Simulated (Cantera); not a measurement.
## Moist CO burnout

An isothermal, constant-pressure homogeneous reactor starts with CO : O2 : H2O : N2 = 0.0011 : 0.0065 : 0.00024 : 1 (molar parts), equivalence ratio 0.085, at 1325 K and 5.00 bar.

Model: GRI-Mech 3.0 (53 species, 325 reactions), integrated in Cantera.

```tsv
t (s)	x CO	x O2	x H2O	x H2	x O	x H2O2
3.00e-5	0.00109	0.00645	0.000238	<1e-12	3.10e-10	<1e-12
9.17e-5	0.00109	0.00645	0.000238	<1e-12	9.39e-10	<1e-12
0.000280	0.00109	0.00645	0.000238	1.21e-12	2.91e-9	<1e-12
0.000857	0.00109	0.00645	0.000238	2.94e-11	1.21e-8	<1e-12
0.00262	0.00109	0.00645	0.000238	1.87e-9	2.69e-7	1.04e-11
0.00801	0.000925	0.00636	0.000235	9.14e-7	1.59e-5	3.34e-9
0.0245	0.000398	0.00610	0.000236	4.65e-7	8.14e-6	1.64e-9
0.0749	7.15e-5	0.00594	0.000237	8.55e-8	2.08e-6	3.76e-10
0.229	4.09e-6	0.00591	0.000238	7.41e-9	2.90e-7	6.77e-11
0.700	1.06e-7	0.00591	0.000238	7.34e-10	3.54e-8	9.87e-12
2.14	2.72e-9	0.00591	0.000238	2.01e-10	1.02e-8	2.91e-12
6.54	1.60e-9	0.00591	0.000238	1.87e-10	9.53e-9	2.71e-12
20.0	1.60e-9	0.00591	0.000238	1.87e-10	9.53e-9	2.71e-12
```
x: mole fraction; the columns are a selection and need not sum to one.

Equilibrium at this temperature and pressure: CO 1.60e-9, O2 0.00586, H2O 0.000238, H2 1.88e-10, O 9.49e-9, H2O2 2.70e-12 (gas phase only).
